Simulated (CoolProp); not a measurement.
Properties of carbon monoxide along the isobar 47.4 bar (Tc = 132.9 K, pc = 34.98 bar, ω = 0.050).

Values from CoolProp's reference Helmholtz-energy equation of state, Lemmon 2006. It is a short technical equation, of lower accuracy than the large ones.

```csv
T (K),phase,Z,cp (kJ/(kg K)),cv (kJ/(kg K)),expansivity (1/kK)
83.5,liquid,0.2401,2.102,1.138,5.189
101.4,liquid,0.2197,2.195,[?],6.810
119.3,liquid,0.2176,2.560,0.9763,11.07
137.3,supercritical,0.2838,6.807,[?],64.81
155.2,supercritical,0.6700,[?],0.8653,21.57
173.1,supercritical,0.7947,1.611,0.8079,11.92
191.1,supercritical,0.8629,1.396,[?],8.636
209,supercritical,0.9057,1.291,0.7738,6.927
226.9,supercritical,0.9347,1.230,[?],[?]
244.9,supercritical,0.9554,1.190,0.7619,5.103
262.8,supercritical,0.9705,[?],0.7588,4.549
280.7,supercritical,0.9817,1.142,0.7567,4.118
298.7,supercritical,0.9903,1.127,0.7554,3.770
```

Problem. Some entries are withheld; supply them.

Solution. 
- 101.4, cv (kJ/(kg K)): 1.038
- 137.3, cv (kJ/(kg K)): 1.064
- 155.2, cp (kJ/(kg K)): 2.297
- 191.1, cv (kJ/(kg K)): 0.7857
- 226.9, cv (kJ/(kg K)): 0.7666
- 226.9, expansivity (1/kK): 5.854
- 262.8, cp (kJ/(kg K)): 1.162

The peak of cp marks the crossing from liquid-like to gas-like fluid above the critical point.
